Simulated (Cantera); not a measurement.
Moist CO burnout

An isothermal, constant-pressure homogeneous reactor starts with CO : O2 : H2O : N2 = 0.0012 : 0.055 : 0.006 : 1 (molar parts), at 1375 K and 113 Torr.

Detailed kinetics in Cantera: GRI-Mech 3.0 (53 species, 325 reactions).

| t (s) | x CO | x O2 | x H2O | x N2O | x OH |
|---|---|---|---|---|---|
| 0.000900 | 0.00113 | 0.0518 | 0.00565 | <1e-12 | 2.17e-9 |
| 0.00206 | 0.00113 | 0.0518 | 0.00565 | <1e-12 | 9.15e-9 |
| 0.00473 | 0.00113 | 0.0518 | 0.00565 | 2.07e-12 | 5.26e-8 |
| 0.0109 | 0.00113 | 0.0518 | 0.00565 | 2.69e-11 | 8.85e-7 |
| 0.0249 | 0.000952 | 0.0516 | 0.00559 | 7.10e-9 | 9.46e-5 |
| 0.0571 | 8.63e-5 | 0.0511 | 0.00554 | 1.35e-7 | 0.000173 |
| 0.131 | 4.08e-6 | 0.0512 | 0.00561 | 1.98e-7 | 7.74e-5 |
| 0.300 | 4.68e-7 | 0.0512 | 0.00563 | 2.04e-7 | 3.53e-5 |
| 0.688 | 9.64e-8 | 0.0512 | 0.00564 | 1.66e-7 | 1.85e-5 |
| 1.58 | 2.86e-8 | 0.0512 | 0.00565 | 9.24e-8 | 1.10e-5 |
| 3.62 | 1.21e-8 | 0.0512 | 0.00565 | 2.79e-8 | 7.57e-6 |
| 8.29 | 8.47e-9 | 0.0512 | 0.00565 | 1.00e-8 | 6.51e-6 |
| 19.0 | 8.21e-9 | 0.0512 | 0.00565 | 9.23e-9 | 6.43e-6 |
| 43.6 | 8.21e-9 | 0.0512 | 0.00565 | 9.22e-9 | 6.43e-6 |
| 100 | 8.21e-9 | 0.0512 | 0.00565 | 9.22e-9 | 6.43e-6 |
x: mole fraction; the columns are a selection and need not sum to one.

Equilibrium at this temperature and pressure: CO 8.22e-9, O2 0.0511, H2O 0.00565, N2O 9.24e-9, OH 6.42e-6 (gas phase only).
